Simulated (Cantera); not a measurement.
A perfectly stirred reactor is fed with NO : N2 = 1 : 2.8 (molar parts), at 97.5 Torr; it is held at 2000 K, and followed from long to short residence time.

Detailed kinetics in Cantera: GRI-Mech 3.0 (53 species, 325 reactions).

Task: What does this change do: temperature 2000 to 1498 K?

Result: 
| quantity | before | after |
|---|---|---|
| x(NO) at τ = 14.0 s | 0.0670 | 0.261 |
| x(N2) at τ = 14.0 s | 0.835 | 0.738 |
| x(O2) at τ = 14.0 s | 0.0977 | 0.00109 |
| x(NO2) at τ = 14.0 s | 2.84e-5 | 5.13e-5 |
| x(N2O) at τ = 14.0 s | 1.79e-6 | 2.14e-5 |
| x(NO) at τ = 0.170 s | 0.257 | 0.263 |
| x(N2) at τ = 0.170 s | 0.740 | 0.737 |
| x(O2) at τ = 0.170 s | 0.00298 | 2.48e-6 |
| x(NO2) at τ = 0.170 s | 2.72e-5 | 1.39e-5 |
| x(N2O) at τ = 0.170 s | 2.85e-5 | 8.49e-6 |

Task: What does this change do: N2 2.8 to 1.6 parts?

Result: 
```tsv
quantity	before	after
x(NO) at τ = 14.0 s	0.0670	0.0853
x(N2) at τ = 14.0 s	0.835	0.765
x(O2) at τ = 14.0 s	0.0977	0.149
x(NO2) at τ = 14.0 s	2.84e-5	4.46e-5
x(N2O) at τ = 14.0 s	1.79e-6	2.72e-6
x(NO) at τ = 0.170 s	0.257	0.372
x(N2) at τ = 0.170 s	0.740	0.621
x(O2) at τ = 0.170 s	0.00298	0.00600
x(NO2) at τ = 0.170 s	2.72e-5	5.07e-5
x(N2O) at τ = 0.170 s	2.85e-5	5.86e-5
```
